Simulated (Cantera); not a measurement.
Input (Python, Cantera):

```python
import numpy as np
import cantera as ct

surf = ct.Interface("diamond.yaml", "diamond_100")
gas, bulk = surf.adjacent["gas"], surf.adjacent["diamond"]
k = surf.kinetics_species_index(bulk.species_names[0])
cover = ["c6HH", "c6H*", "c6*H", "c6**", "c6HM", "c6B"]

rows, drift = [], 0.0
print(f"{'T':>10s}{'um/h':>11s}" + "".join(f"{s:>11s}" for s in cover))
for v in [950, 1025, 1100, 1175, 1250, 1325, 1400]:
    T, P, xH, xCH3 = v, 26000, 0.041, 3.2e-05
    gas.TPX = T, P, {"H": xH, "CH3": xCH3, "CH4": 0.0025, "H2": 1 - xH - xCH3 - 0.0025}
    surf.TP = bulk.TP = T, P
    surf.coverages = "c6H*:0.1, c6HH:0.9"
    surf.advance_coverages(100.0)
    before = surf.coverages
    surf.advance_coverages(100.0)
    drift = max(drift, np.max(np.abs(surf.coverages - before) / (surf.coverages + 1e-9)))
    rate = surf.net_production_rates[k] * bulk.mean_molecular_weight / bulk.density * 3.6e9
    rows.append([rate, *surf[cover].coverages])
    print(f"{v:10.4g}{rate:11.4e}" + "".join(f"{x:11.3e}" for x in rows[-1][1:]))
```

Result:

```
         T       um/h       c6HH       c6H*       c6*H       c6**       c6HM        c6B
       950 3.5136e+00  6.427e-01  1.621e-02  3.334e-01  6.985e-03  5.334e-04  9.534e-09
      1025 5.0123e+00  5.736e-01  2.281e-02  3.911e-01  1.203e-02  3.900e-04  1.360e-08
      1100 6.6710e+00  5.105e-01  3.020e-02  4.398e-01  1.904e-02  2.900e-04  1.810e-08
      1175 8.2799e+00  4.543e-01  3.808e-02  4.791e-01  2.816e-02  2.155e-04  2.247e-08
      1250 9.2845e+00  4.050e-01  4.615e-02  5.092e-01  3.938e-02  1.521e-04  2.519e-08
      1325 8.7982e+00  3.621e-01  5.415e-02  5.310e-01  5.260e-02  9.217e-05  2.387e-08
      1400 6.9566e+00  3.250e-01  6.189e-02  5.454e-01  6.757e-02  4.362e-05  1.888e-08
```

Detailed kinetics in Cantera: the Harris–Goodwin 1993 mechanism for the reconstructed diamond (100) surface.
